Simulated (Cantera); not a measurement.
Input: 1 mol SiCl₄, a varied amount of C₃H₈, 38 mol H₂, equilibrated at 2348 K and 10000 Pa.

Method: chemical equilibrium by Gibbs-energy minimisation in Cantera with the NASA 1993 tables (ideal gas, pure condensed phases). Candidate condensed phases: C, C₆H₆, C₇H₈, C₈H₁₈, Si, SiC; 109 gas species. Gases not in the tables: Si₂H₆ and higher silanes. Equilibrium is a limit: real reactors are often held back by kinetics, nucleation or transport.

Problem. Which condensed phases are stable at each of these points (n(C₃H₈) (mol)): 0.0042, 0.0068, 0.011, 0.018, 0.029, 0.047, 0.076, 0.12, 0.2, 0.33, 0.53?

Solution. 
| n(C₃H₈) (mol) | condensed phases | Si condensed (%) |
|---|---|---|
| 0.0042 | gas only | 0.0 |
| 0.0068 | gas only | 0.0 |
| 0.011 | gas only | 0.0 |
| 0.018 | gas only | 0.0 |
| 0.029 | SiC(s) | 2.0 |
| 0.047 | SiC(s) | 7.3 |
| 0.076 | SiC(s) | 15.7 |
| 0.12 | SiC(s) | 28.0 |
| 0.2 | SiC(s) | 47.8 |
| 0.33 | SiC(s) | 68.2 |
| 0.53 | C(graphite) + SiC(s) | 73.1 |

From 0.0042 mol C₃H₈ to 0.018 mol C₃H₈ nothing is condensed. From 0.029 mol C₃H₈ to 0.33 mol C₃H₈ the condensed part is SiC(s). At 0.53 mol C₃H₈ the condensed part is C(graphite) + SiC(s).
